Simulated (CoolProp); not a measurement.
Fluorine at 211.69 K and 0.314 MPa is throttled through a valve to 0.145 MPa with no heat exchange. Each further row changes one setting.

Model: reference Helmholtz-energy equation of state, de Reuck 1990, in CoolProp.

| case | temperature change (K) | final density (kg/m³) |
|---|---|---|
| as stated | -0.6 | 3.15 |
| outlet pressure 0.0435 MPa | -1.0 | 0.944 |
| outlet pressure 0.189 MPa | -0.5 | 4.10 |
